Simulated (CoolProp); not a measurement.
Methanol at 293.15 K and 0.00503 MPa flows at 0.09 m/s in a round tube of 12.7 mm bore and 15 µm roughness, fully developed (64/Re and Nu = 3.66 if laminar; Colebrook and Gnielinski if turbulent). Each further row changes one setting.

Computed with CoolProp (reference Helmholtz-energy equation of state, de Reuck 1993).

```tsv
case	Reynolds number	Darcy friction factor	pressure drop (Pa/m)	heat-transfer coefficient (W/(m² K))	mass flow (kg/h)
as stated	…	7.99	…	4.23	0.00273
velocity 0.18 m/s	16.0	4.00	0.339	4.23	0.00545
diameter 25.4 mm	16.0	4.00	0.0423	…	…
```

Question: What belongs in the gaps?

Answer: 
- as stated, Reynolds number: 8.01
- as stated, pressure drop (Pa/m): 0.169
- diameter 25.4 mm, heat-transfer coefficient (W/(m² K)): 2.11
- diameter 25.4 mm, mass flow (kg/h): 0.0109

Viscosity comes from a separate model (Xiang 2006). Thermal conductivity comes from a separate model (Sykioti 2013).
